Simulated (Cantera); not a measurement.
Feed: 1 mol FeS2, 0.34 mol H2S, 0.92 mol N2, 0.23 mol H2O, at 3.30 bar.

Equilibrium computed with Cantera from the NASA thermochemical tables; the gas is ideal and each condensed phase is pure. Candidate condensed phases: Fe, FeO, Fe(OH)2, Fe(OH)3, FeS, FeSO4, FeS2, Fe2O3, Fe2(SO4)3, Fe3O4, H2O, H2SO4, S; 38 gas species. FeS: taken at fixed stoichiometry. The numbers say what is thermodynamically allowed, not how fast it happens.

Q: At 1423 K, list the 5 most abundant gas species with their mole fractions, and the condensed phases.

A: N2 0.457, S2 0.254, H2S 0.148, H2O 0.105, H2 0.0300. Condensed: FeS(s).
